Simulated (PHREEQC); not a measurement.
Model water analysis in mg/L, 58 °C, pH 6.07, pe 8.2:

```tsv
constituent	mg/L
Na	1.58
K	2.59
Ca	5.26
Mg	1.32
Cl	8.52
S(6) as SO4	0.543
Alkalinity as HCO3	15.8
Cd	0.0111
Li	0.0437
Pb	0.938
O(0) (dissolved oxygen)	0.0224
Si as SiO2	0.23
N(5) as NO3	0.0314
```

Valence states are taken as typed.

Computed with PHREEQC (ion-association model, phreeqc.dat).

Precipitation was switched off in this run.

### Question
Order these C species by the share of C that they hold, largest first: HCO3-, CO2, PbCO3.

### Answer
CO2 (61 %), HCO3- (38 %), PbCO3 (0.14 %)

### Question
Order these Pb species by the share of Pb that they hold, largest first: PbHCO3+, PbOH+, Pb+2, PbCl+, PbCO3.

### Answer
Pb+2 (65 %), PbCO3 (21 %), PbHCO3+ (12 %), PbOH+ (1.4 %), PbCl+ (1.1 %)

The pH is 6.07 and the ionic strength 0.000707 mol/kgw. At this temperature some constants are extrapolated from 25 °C, and those without enthalpy data are left unchanged.
